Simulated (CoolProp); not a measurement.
A simple Rankine cycle with R11: condensing at 329.15 K, boiler at 1.44 MPa, turbine inlet 499 K, turbine efficiency 0.75, pump efficiency 0.6, no recuperator. Each further row changes one setting.

The numbers come from the reference Helmholtz-energy equation of state, Jacobsen 1992 in CoolProp.

| case | thermal efficiency (%) | net work (kJ/kg) | heat in (kJ/kg) | turbine exit temperature (K) | volume ratio over the turbine |
|---|---|---|---|---|---|
| as stated | 11.3 | (withheld) | 272 | 439.6 | 4.87 |
| condensing temperature 321.15 K | 12.5 | 35.0 | (withheld) | 432.5 | 6.07 |
| boiler pressure 1.01 MPa | 9.1 | (withheld) | 275 | (withheld) | 3.42 |
| turbine efficiency 0.65 | 9.7 | 26.5 | 272 | 446.0 | (withheld) |

**Question.** Fill in the missing entries.

**Answer.** 
- as stated, net work (kJ/kg): 30.8
- condensing temperature 321.15 K, heat in (kJ/kg): 279
- boiler pressure 1.01 MPa, net work (kJ/kg): 25.2
- boiler pressure 1.01 MPa, turbine exit temperature (K): 453.4
- turbine efficiency 0.65, volume ratio over the turbine: 4.95
